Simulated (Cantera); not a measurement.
A closed system holds: 1 mol FeS, a varied amount of H2, held at 1848.15 K and 52.0 mbar.

Method: chemical equilibrium by Gibbs-energy minimisation in Cantera with the NASA 1993 tables (ideal gas, pure condensed phases). Candidate condensed phases: Fe, FeS, FeS2, S; 8 gas species. Equilibrium is a limit: real reactors are often held back by kinetics, nucleation or transport.

Task: At 570 mol H2, list the 4 most abundant gas species with their mole fractions, and the condensed phases.

Result: H2 0.995, H 0.00232, H2S 0.00133, Fe 0.00110. Condensed: Fe(l).
